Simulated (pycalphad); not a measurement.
**Effect of Si content in Ti-Si**

Computed with pycalphad from the COST 507 light-alloy database (1999), at 1 atm. These are 1990s assessments: newer ones move some temperatures and phases. Amounts are mole fractions of atoms.

| alloy | liquidus (K) | first solid | solidus (K) | phases at 1100 K |
|---|---|---|---|---|
| Ti-0.3942Si (wt.%) | 1929 | BCC_A2 | 1850 | HCP_A3 0.99, SITI3 0.01 |
| Ti-0.5241Si (wt.%) | 1925 | BCC_A2 | 1823 | HCP_A3 0.98, SITI3 0.02 |
| Ti-1.052Si (wt.%) | 1909 | BCC_A2 | 1741 | HCP_A3 0.95, SITI3 0.05 |
| Ti-2.12Si (wt.%) | 1879 | BCC_A2 | 1653 | HCP_A3 0.87, SITI3 0.13 |

Database names, with the compositions (at.%) that they take in these runs: SITI3: Ti 75 Si 25. BCC_A2 is bcc; HCP_A3 is hcp.
